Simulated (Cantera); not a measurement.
Feed: 1 mol H2O, 0.63 mol H2, 0.28 mol N2, held at 2200000 Pa.

These are equilibrium values from Cantera (NASA tables, ideal gas, pure condensed phases), not measurements of a reactor. Candidate condensed phases: H2O; 24 gas species. The numbers say what is thermodynamically allowed, not how fast it happens.

x: gas mole fraction; nothing condenses.

| T (K) | x H2O | x H2 | x N2 | x H | x OH |
|---|---|---|---|---|---|
| 2273 | 0.523 | 0.329 | 0.146 | 0.00103 | 0.000253 |
| 2373 | 0.522 | 0.329 | 0.146 | ___ | ___ |
| 2473 | 0.522 | 0.328 | 0.146 | 0.00272 | 0.000869 |
| 2573 | 0.520 | 0.328 | 0.146 | ___ | ___ |
| 2673 | 0.519 | 0.327 | 0.146 | 0.00625 | 0.00247 |
| 2773 | 0.516 | 0.325 | 0.145 | 0.00904 | 0.00393 |
| 2873 | 0.512 | 0.324 | 0.145 | 0.0128 | 0.00604 |
| 2973 | 0.506 | 0.322 | 0.144 | 0.0176 | 0.00898 |
| 3073 | 0.498 | 0.320 | 0.143 | 0.0237 | 0.0129 |

Q: Complete the blanks.

A: 
- 2573, x H: 0.00419
- 2573, x OH: 0.00150
- 2373, x H: 0.00171
- 2373, x OH: 0.000482
